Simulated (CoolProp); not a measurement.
Aqueous potassium formate as a coolant, 34 % by mass, freezing at -26.1 °C, 1 atm.

Values from CoolProp's Melinder's fits for secondary coolants.

| T (°C) | cp (kJ/(kg K)) | conductivity (W/(m K)) | density (kg/m³) | viscosity (mPa s) |
|---|---|---|---|---|
| -21.6 | 2.955 | 0.482 | 1232 | 6.05 |
| -16.4 | 2.965 | 0.488 | ___ | 4.90 |
| -11.2 | 2.975 | 0.494 | 1230 | 4.06 |
| -6 | 2.984 | 0.501 | 1228 | 3.42 |
| -0.8 | 2.994 | 0.507 | 1226 | 2.92 |
| 4.5 | 3.003 | 0.513 | 1224 | ___ |
| 9.7 | 3.012 | 0.520 | 1222 | 2.23 |
| 14.9 | 3.021 | 0.526 | 1220 | 1.98 |
| 20.1 | 3.031 | 0.532 | 1218 | 1.78 |
| 25.3 | 3.040 | 0.538 | 1216 | 1.61 |
| 30.5 | 3.050 | 0.545 | 1214 | 1.47 |
| 35.8 | 3.060 | 0.551 | 1211 | ___ |

**Question.** Some entries are withheld; supply them.

**Answer.** 
- -16.4, density (kg/m³): 1231
- 4.5, viscosity (mPa s): 2.53
- 35.8, viscosity (mPa s): 1.34
